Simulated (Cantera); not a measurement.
What does this Cantera script print?

```python
import numpy as np
import cantera as ct

gas = ct.Solution("gri30.yaml")
gas.TPX = 950, 1000000, {'CO': 0.0065, 'O2': 0.004, 'H2O': 0.098, 'N2': 1}
inlet = ct.Reservoir(gas, clone=True)

reactor = ct.IdealGasConstPressureReactor(gas, energy="off", clone=False)
exhaust = ct.Reservoir(gas, clone=True)
tau = [14, 5, 1.8, 0.63, 0.22, 0.078, 0.027, 0.0097, 0.0034, 0.0012, 0.00042][0]
for a, b in ((inlet, reactor), (reactor, exhaust)):
    ct.MassFlowController(a, b, mdot=lambda t: reactor.mass / tau)
net = ct.ReactorNet([reactor])
show = ['CO', 'O2', 'H2O', 'CO2', 'NO2', 'OH']

rows = []
print(f"{'tau/s':>10s}{'T/K':>9s}" + "".join(f"{s:>11s}" for s in show))
for tau in [14, 5, 1.8, 0.63, 0.22, 0.078, 0.027, 0.0097, 0.0034, 0.0012, 0.00042]:
    net.initial_time = 0.0
    net.advance(30 * tau)
    before = gas.X
    net.advance(40 * tau)
    drift = np.max(np.abs(gas.X - before) / (gas.X + 1e-9))
    rows.append([gas.T, *gas[show].X, drift])
    print(f"{tau:10.3e}{gas.T:9.1f}" + "".join(f"{x:11.3e}" for x in gas[show].X))
```

Output:

```
     tau/s      T/K         CO         O2        H2O        CO2        NO2         OH
 1.400e+01    950.0  2.356e-03  1.867e-03  8.854e-02  3.518e-03  4.276e-12  2.686e-09
 5.000e+00    950.0  3.529e-03  2.452e-03  8.849e-02  2.341e-03  1.429e-12  3.271e-09
 1.800e+00    950.0  4.617e-03  2.993e-03  8.845e-02  1.251e-03  3.527e-13  3.653e-09
 6.300e-01    950.0  5.354e-03  3.358e-03  8.842e-02  5.108e-04  6.265e-14  3.622e-09
 2.200e-01    950.0  5.708e-03  3.531e-03  8.841e-02  1.562e-04  8.104e-15  2.896e-09
 7.800e-02    950.0  5.839e-03  3.596e-03  8.841e-02  2.446e-05  3.262e-16  1.163e-09
 2.700e-02    950.0  5.864e-03  3.608e-03  8.841e-02  1.862e-07  8.839e-21  2.366e-11
 9.700e-03    950.0  5.864e-03  3.608e-03  8.841e-02  1.459e-08  4.641e-23  5.255e-12
 3.400e-03    950.0  5.864e-03  3.608e-03  8.841e-02  2.006e-09  9.054e-25  2.136e-12
 1.200e-03    950.0  5.864e-03  3.608e-03  8.841e-02  3.918e-10  2.797e-26  1.229e-12
 4.200e-04    950.0  5.864e-03  3.608e-03  8.841e-02  9.691e-11  9.264e-28  8.774e-13
```

Computed with Cantera and GRI-Mech 3.0 (53 species, 325 reactions).
